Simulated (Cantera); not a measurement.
An adiabatic, constant-volume homogeneous reactor starts with CH₄ : C₂H₆ : C₃H₈ : O₂ : N₂ = 1 : 0.29 : 0.057 : 6.73 : 25.3 (molar parts), equivalence ratio 0.49, at 1375 K and 4.93 atm.

Detailed kinetics in Cantera: GRI-Mech 3.0 (53 species, 325 reactions).

Predict: time of steepest temperature rise; temperature at 0.100 s; equilibrium temperature; x(H₂O) at 0.100 s; x(NO) at 0.100 s; x(HO₂) at 0.100 s.


| Quantity | Value |
|---|---|
| time of steepest temperature rise | 0.104 ms |
| temperature at 0.100 s | 2554 K |
| equilibrium temperature | 2554 K |
| x(H₂O) at 0.100 s | 0.0872 (gas-phase equilibrium 0.0872) |
| x(NO) at 0.100 s | 0.0163 (gas-phase equilibrium 0.0163) |
| x(HO₂) at 0.100 s | 1.45e-5 (gas-phase equilibrium 1.45e-5) |
